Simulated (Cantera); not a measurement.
A perfectly stirred reactor is fed with C₂H₆ : N₂ = 1 : 37 (molar parts), at 0.000957 atm; it is held at 1975 K, and followed from long to short residence time.

Computed with Cantera and GRI-Mech 3.0 (53 species, 325 reactions). GRI-Mech 3.0 stops at C3 and has no aromatics, soot or wall deposition, so with more carbon than oxygen in the feed, carbon stays in small species such as C2H2 where larger ones or solid carbon would form. Radical loss at walls, strong at low pressure, is not modelled.

Q: What does this change do: 0.5 parts H2O added?

A: 
```json
[
 {"quantity": "x(C₂H₆) at τ = 14.0 s", "before": "1.43e-6", "after": "1.37e-6"},
 {"quantity": "x(CH₂) at τ = 14.0 s", "before": "9.24e-6", "after": "8.96e-6"},
 {"quantity": "x(C₂H₂) at τ = 14.0 s", "before": "0.0235", "after": "0.0187"},
 {"quantity": "x(CH₄) at τ = 14.0 s", "before": "0.000497", "after": "0.000684"},
 {"quantity": "x(C₂H₄) at τ = 14.0 s", "before": "1.20e-5", "after": "1.33e-5"},
 {"quantity": "x(C₂H₆) at τ = 73.0 ms", "before": "0.000253", "after": "0.000241"},
 {"quantity": "x(CH₂) at τ = 73.0 ms", "before": "9.13e-5", "after": "9.14e-5"},
 {"quantity": "x(C₂H₂) at τ = 73.0 ms", "before": "0.0190", "after": "0.0182"},
 {"quantity": "x(CH₄) at τ = 73.0 ms", "before": "0.00387", "after": "0.00396"},
 {"quantity": "x(C₂H₄) at τ = 73.0 ms", "before": "0.00143", "after": "0.00139"}
]
```
